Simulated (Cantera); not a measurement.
Charge: 1 mol CH₃Cl, 0.059 mol Si, 0.14 mol H₂, held at 2675 K and 900 Pa.

These are equilibrium values from Cantera (NASA tables, ideal gas, pure condensed phases), not measurements of a reactor. Candidate condensed phases: C, C₆H₆, C₇H₈, C₈H₁₈, Si, SiC; 109 gas species. The tables' values for SiCl are old estimates; treat these amounts as uncertain. Kinetics and transport are ignored.

Problem. What is the equilibrium state?

Solution. 
```
Property                             Result
--------------------------------  ---------
x(H₂)                                 0.315
x(H)                                  0.306
x(HCl)                                0.209
x(Cl)                                 0.141
x(Si)                                0.0128
x(C₂H₂ (acetylene))                 0.00679
x(SiC₂)                             0.00531
x(SiCl₂)                            0.00127
x(SiCl)                             0.00117
n(C(graphite))                    0.920 mol
gas amount                        2.829 mol
log10 activity of Si(l) (absent)      -2.15
```
